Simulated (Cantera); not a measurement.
Input (Python, Cantera) and output of one run.

```python
import numpy as np
import cantera as ct

gas_names = [...]  # 109 gases of nasa_gas.yaml made of C, Cl, H, Si
cond_names = """
    C(gr) C6H6(L) C7H8(L) C8H18(L),n-octa Si(cr) Si(L) SiC(b)
""".split()


# ... load() reads the species with a 1 bar reference pressure and builds the phases ...
atoms = {
    'CH3SiCl3': {'C': 1, 'H': 3, 'Si': 1, 'CL': 3},
    'CH4': {'C': 1, 'H': 4},
    'H2': {'H': 2},
}
top_T = {'C(gr)': 4500, 'SiC(b)': 3050}  # K; cautious upper limits of use, not melting points


# ... equilibrate(T, P, feed) seeds the gas with the atoms and calls Mixture.equilibrate('TP', solver="vcs", rtol=1e-11, max_steps=5000) ...
results = []
feed = {'CH3SiCl3': 1, 'CH4': 0.25, 'H2': 34}  # mol
P = 20000  # Pa
for T in [1675, 1775, 1875, 1975, 2075, 2175, 2275, 2375, 2475, 2575]:
    mix = equilibrate(T, P, feed)
    results.append((T, P, feed, dict(zip(mix.species_names, mix.species_moles))))
    x = sorted(zip(gas.X, gas.species_names), reverse=True)
    print(f"T = {T:g} K  P = {P:g} Pa  gas = {mix.phase_moles(0):.4g} mol")
    print("   x: " + "  ".join(f"{s} {v:.3e}" for v, s in x if v > 0.0001))
    print("   condensed (mol): " + ("  ".join(f"{mix.phase(i).name} {mix.phase_moles(i):.4g}"
          for i in range(1, mix.n_phases) if mix.phase_moles(i) > 1e-12) or "none"))
```

Result:

```
T = 1675 K  P = 20000 Pa  gas = 37.5 mol
   x: H2 9.198e-01  HCL 7.928e-02  SiCL2 3.315e-04  H 2.490e-04  CH4 2.039e-04
   condensed (mol): C(gr) 0.2512  SiC(b) 0.987
T = 1775 K  P = 20000 Pa  gas = 37.51 mol
   x: H2 9.196e-01  HCL 7.898e-02  H 6.206e-04  SiCL2 4.661e-04  CH4 1.416e-04  C2H2,acetylene 1.309e-04
   condensed (mol): C(gr) 0.2527  SiC(b) 0.982
T = 1875 K  P = 20000 Pa  gas = 37.52 mol
   x: H2 9.189e-01  HCL 7.857e-02  H 1.405e-03  SiCL2 6.285e-04  C2H2,acetylene 2.911e-04  CH4 1.023e-04
   condensed (mol): C(gr) 0.2483  SiC(b) 0.9758
T = 1975 K  P = 20000 Pa  gas = 37.56 mol
   x: H2 9.173e-01  HCL 7.803e-02  H 2.930e-03  SiCL2 8.173e-04  C2H2,acetylene 5.957e-04  CL 1.862e-04
   condensed (mol): C(gr) 0.234  SiC(b) 0.968
T = 2075 K  P = 20000 Pa  gas = 37.61 mol
   x: H2 9.143e-01  HCL 7.730e-02  H 5.695e-03  C2H2,acetylene 1.134e-03  SiCL2 1.029e-03  CL 3.553e-04
   condensed (mol): C(gr) 0.2041  SiC(b) 0.9577
T = 2175 K  P = 20000 Pa  gas = 37.71 mol
   x: H2 9.090e-01  HCL 7.630e-02  H 1.041e-02  C2H2,acetylene 2.029e-03  SiCL2 1.259e-03  CL 6.374e-04  Si 1.433e-04
   condensed (mol): C(gr) 0.1519  SiC(b) 0.9412
T = 2275 K  P = 20000 Pa  gas = 37.89 mol
   x: H2 9.001e-01  HCL 7.492e-02  H 1.801e-02  C2H2,acetylene 3.428e-03  SiCL2 1.498e-03  CL 1.082e-03  Si 4.984e-04  SiCL 1.629e-04
   condensed (mol): C(gr) 0.07301  SiC(b) 0.9077
T = 2375 K  P = 20000 Pa  gas = 38.19 mol
   x: H2 8.859e-01  HCL 7.288e-02  H 2.968e-02  C2H2,acetylene 5.193e-03  SiCL2 1.777e-03  CL 1.746e-03  Si 1.604e-03  SiCL 3.592e-04  SiC2 2.683e-04  SiH 2.178e-04  Si2C 1.631e-04  SiH2 1.020e-04
   condensed (mol): SiC(b) 0.8215
T = 2475 K  P = 20000 Pa  gas = 38.73 mol
   x: H2 8.634e-01  HCL 6.985e-02  H 4.675e-02  C2H2,acetylene 7.163e-03  Si 4.803e-03  CL 2.679e-03  SiCL2 2.077e-03  SiC2 9.882e-04  SiCL 7.510e-04  Si2C 6.438e-04  SiH 5.480e-04  SiH2 1.971e-04
   condensed (mol): SiC(b) 0.5847
T = 2575 K  P = 20000 Pa  gas = 39.74 mol
   x: H2 8.258e-01  H 7.038e-02  HCL 6.583e-02  Si 1.220e-02  C2H2,acetylene 1.091e-02  CL 3.940e-03  SiC2 3.506e-03  SiCL2 2.173e-03  Si2C 2.092e-03  SiCL 1.355e-03  SiH 1.173e-03  SiH2 3.273e-04  Si2 1.081e-04
   condensed (mol): none
```

Equilibrium computed with Cantera from the NASA thermochemical tables; the gas is ideal and each condensed phase is pure. The feed counts by its element totals alone. The tables' values for SiCl, SiCl3 are old estimates; treat these amounts as uncertain. Gases not in the tables: Si2H6 and higher silanes.
